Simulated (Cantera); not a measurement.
Input (Python, Cantera):

```python
import numpy as np
import cantera as ct

gas = ct.Solution("gri30.yaml")
gas.TPX = 1448, 100000, {'CH4': 1, 'H2O': 0.79, 'H2': 0.098}
reactor = ct.IdealGasConstPressureReactor(gas, energy="off", clone=False)
net = ct.ReactorNet([reactor])
net.rtol, net.atol = 1e-08, 1e-18
show = ['CH4', 'H2O', 'H2', 'CH2', 'O']
times = np.geomspace(0.0004, 2, 11)

steps = ct.SolutionArray(gas, extra=["t"])
rows = []
print(f"{'t/s':>10s}{'T/K':>9s}{'P/Pa':>11s}" + "".join(f"{s:>11s}" for s in show))
for t in times:
    while net.time < t:
        t_next = net.step()
        steps.append(gas.state, t=t_next)
    rows.append([np.interp(t, steps.t, y) for y in (steps.T, steps.P, *steps(*show).X.T)])
    print(f"{t:10.3e}{rows[-1][0]:9.1f}{rows[-1][1]:11.4g}" + "".join(f"{x:11.3e}" for x in rows[-1][2:]))
rate = np.gradient(steps.T, steps.t)
print("integrator steps:", len(steps.t))
if steps.T.max() > steps.T[0] + 200:
    print(f"time of steepest temperature rise: {steps.t[rate.argmax()]:.4e} s")
gas.TPX = 1448, 100000, {'CH4': 1, 'H2O': 0.79, 'H2': 0.098}
gas.equilibrate("TP")
print(f"equilibrium (TP): T = {gas.T:.1f} K  " + "  ".join(f"{s} {gas[s].X[0]:.3e}" for s in show))
```

It prints:

```
       t/s      T/K       P/Pa        CH4        H2O         H2        CH2          O
 4.000e-04   1448.0      1e+05  5.295e-01  4.184e-01  5.197e-02  2.836e-10  3.186e-13
 9.375e-04   1448.0      1e+05  5.293e-01  4.184e-01  5.206e-02  3.730e-10  4.188e-13
 2.197e-03   1448.0      1e+05  5.289e-01  4.184e-01  5.231e-02  5.142e-10  5.763e-13
 5.149e-03   1448.0      1e+05  5.278e-01  4.183e-01  5.300e-02  7.807e-10  8.724e-13
 1.207e-02   1448.0      1e+05  5.248e-01  4.179e-01  5.516e-02  1.111e-09  1.233e-12
 2.828e-02   1448.0      1e+05  5.169e-01  4.163e-01  6.168e-02  1.243e-09  1.345e-12
 6.629e-02   1448.0      1e+05  4.979e-01  4.116e-01  7.881e-02  1.235e-09  1.188e-12
 1.554e-01   1448.0      1e+05  4.581e-01  4.006e-01  1.166e-01  1.287e-09  9.074e-13
 3.641e-01   1448.0      1e+05  3.889e-01  3.810e-01  1.825e-01  1.385e-09  6.180e-13
 8.534e-01   1448.0      1e+05  2.915e-01  3.527e-01  2.751e-01  1.493e-09  4.217e-13
 2.000e+00   1448.0      1e+05  1.924e-01  3.190e-01  3.727e-01  1.593e-09  3.563e-13
integrator steps: 1047
equilibrium (TP): T = 1448.0 K  CH4 5.163e-02  H2O 1.338e-05  H2 7.180e-01  CH2 9.637e-11  O 3.391e-17
```

Detailed kinetics in Cantera: GRI-Mech 3.0 (53 species, 325 reactions).
